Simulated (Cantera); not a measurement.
Cantera run:

```python
import numpy as np
import cantera as ct

gas_names = """
    H HO2 H2 H2O H2O2 O OH O2 O3 Si SiH SiH2 SiH3 SiH4 SiO SiO2 Si2 Si3
""".split()
cond_names = """
    H2O(s) H2O(L) Si(cr) Si(L) SiO2(Lqz) SiO2(hqz) SiO2(L)
""".split()


# ... load() reads the species with a 1 bar reference pressure and builds the phases ...
atoms = {
    'Si': {'Si': 1},
    'H2O': {'H': 2, 'O': 1},
    'H2': {'H': 2},
}
top_T = {}  # K; cautious upper limits of use, not melting points


# ... equilibrate(T, P, feed) seeds the gas with the atoms and calls Mixture.equilibrate('TP', solver="vcs", rtol=1e-11, max_steps=5000) ...
results = []
feed = {'Si': 1, 'H2O': 0.52, 'H2': 89}  # mol
T = 1323  # K
P = 11000  # Pa
mix = equilibrate(T, P, feed)
results.append((T, P, feed, dict(zip(mix.species_names, mix.species_moles))))
x = sorted(zip(gas.X, gas.species_names), reverse=True)
print(f"T = {T:g} K  P = {P:g} Pa  gas = {mix.phase_moles(0):.4g} mol")
print("   x: " + "  ".join(f"{s} {v:.3e}" for v, s in x if v > 0.001))
print("   condensed (mol): " + ("  ".join(f"{mix.phase(i).name} {mix.phase_moles(i):.4g}"
      for i in range(1, mix.n_phases) if mix.phase_moles(i) > 1e-12) or "none"))
```

It prints:

```
T = 1323 K  P = 11000 Pa  gas = 89.53 mol
   x: H2 9.999e-01
   condensed (mol): Si(cr) 0.7346  SiO2(hqz) 0.2546
```

Equilibrium computed with Cantera from the NASA thermochemical tables; the gas is ideal and each condensed phase is pure. Mutual solubility and eutectic melting of coexisting phases are not modelled. The tables hold silica as quartz up to 1696 K and as liquid above; real silica turns to tridymite and cristobalite and melts near 1996 K.
